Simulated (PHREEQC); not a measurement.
Solution (25 °C): 0.019 mol/kgw NiSO4, 3.2e-05 mol/kgw CaCl2 and 0.0082 mol/kgw NaHCO3. Closed to the air; pH follows from the charge balance.

The numbers come from PHREEQC with the ion-association model, wateq4f.dat.

No solid was allowed to form.

Problem. Predict the pH, ionic strength.

Solution. pH 6.08; ionic strength 0.0524 mol/kgw.

Problem. In which forms is Ni present?

Solution. Ni+2 52 %, NiSO4 28 %, NiCO3 14 %, NiHCO3+ 5.7 % of the Ni.

The database's nickel carbonate constants are estimates that later reviews lower a good deal.
